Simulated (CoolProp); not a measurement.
Aqueous calcium chloride as a coolant, 27 % by mass, freezing at -35.3 °C, 1 atm.

Values from CoolProp's Melinder's fits for secondary coolants.

| T (°C) | cp (kJ/(kg K)) | viscosity (mPa s) | density (kg/m³) | conductivity (W/(m K)) |
|---|---|---|---|---|
| -21 | 2.742 | 9.30 | 1267 | 0.507 |
| -16.2 | 2.758 | 7.73 | 1265 | 0.514 |
| -11.4 | 2.772 | 6.52 | 1263 | 0.521 |
| -6.6 | 2.787 | 5.57 | 1261 | 0.528 |
| -1.8 | 2.801 | 4.82 | 1259 | 0.534 |
| 3 | 2.815 | 4.22 | 1257 | 0.541 |
| 7.8 | 2.828 | 3.73 | 1255 | 0.548 |
| 12.6 | 2.841 | 3.32 | 1253 | 0.554 |
| 17.4 | 2.854 | 2.98 | 1251 | 0.561 |
| 22.2 | 2.866 | 2.70 | 1248 | 0.568 |
| 27.1 | 2.879 | 2.45 | 1245 | 0.575 |
| 31.9 | 2.891 | 2.23 | 1243 | 0.581 |
| 36.7 | 2.902 | 2.04 | 1240 | 0.588 |
